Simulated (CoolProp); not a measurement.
Vapour-liquid equilibrium of trans-2-butene (1) + acetone (2) at 359 kPa; x and y are mole fractions of (1).

Computed with CoolProp (multi-fluid Helmholtz-energy mixture model, Lemmon 2005 and Lemmon 2006; pair parameters Bell 2016).

**Question.** Give the bubble temperature and the first vapour's composition at x = 0.35, 0.45, 0.95. Is there an azeotrope?

**Answer.** x = 0.35: 53.0 °C, y = 0.797; x = 0.45: 49.2 °C, y = 0.834; x = 0.95: 40.0 °C, y = 0.972. No azeotrope shows between x = 0.05 and 0.95.

The pair parameters rest on a limited set of measurements; away from them the model extrapolates.
